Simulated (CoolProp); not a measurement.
The numbers come from the reference Helmholtz-energy equation of state, Lemmon 2016 in CoolProp.

Q: For R115, give the phase and the density (kg/m³), cp (kJ/(kg K)), isothermal compressibility (1/MPa), expansivity (1/kK) at 405.6 K and 5.03 MPa; 405.6 K and 7.26 MPa; 405.6 K and 7.82 MPa.

A: 
- 405.6 K and 5.03 MPa: supercritical; density 387, cp 1.29, isothermal compressibility 0.332, expansivity 11.9
- 405.6 K and 7.26 MPa: supercritical; density 668, cp 1.45, isothermal compressibility 0.152, expansivity 12.3
- 405.6 K and 7.82 MPa: supercritical; density 720, cp 1.41, isothermal compressibility 0.117, expansivity 10.9
